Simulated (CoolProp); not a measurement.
Vapour pressure (kPa) of carbonyl sulfide: the reference equation beside estimates from Tc = 378.8 K, pc = 6369 kPa, ω = 0.098. Clausius-Clapeyron is anchored at 274.6 K with a constant enthalpy of vaporisation of 16.16 kJ/mol.

The numbers come from the reference Helmholtz-energy equation of state, Lemmon 2006 in CoolProp. It is a short technical equation, of lower accuracy than the large ones.

```
T (K)  reference  Clausius-Clapeyron  van der Waals  Redlich-Kwong  Soave-Redlich-Kwong  Peng-Robinson
-----  ---------  ------------------  -------------  -------------  -------------------  -------------
256.1      377.8               407.1           1067          412.7                376.6          378.3
260.7      440.7               465.4           1171          482.1                440.0          440.9
265.3      511.2               529.7           1281          559.7                511.0          511.1
270        591.5               601.7           1400          648.0                592.0          591.2
274.6      678.8               678.8           1523          743.5                680.3          678.3
279.2      775.2               762.7           1653          848.8                778.0          774.6
283.9      883.9               855.9           1793          966.7                888.1          883.1
288.5       1001               954.5           1938           1093                 1007          999.9
293.2       1131                1063           2093           1233                 1139           1131
297.8       1270                1178           2252           1383                 1281           1270
302.4       1422                1301           2419           1544                 1435           1423
307.1       1589                1435           2597           1721                 1606           1591
311.7       1767                1576           2779           1908                 1787           1770
316.4       1963                1729           2973           2113                 1987           1968
```

Absolute difference from the reference over all 14 rows, mean and median: Clausius-Clapeyron 5.9 and 5.8 %, van der Waals 105.3 and 98.2 %, Redlich-Kwong 9.0 and 9.2 %, Soave-Redlich-Kwong 0.6 and 0.5 %, Peng-Robinson 0.1 and 0.1 %.
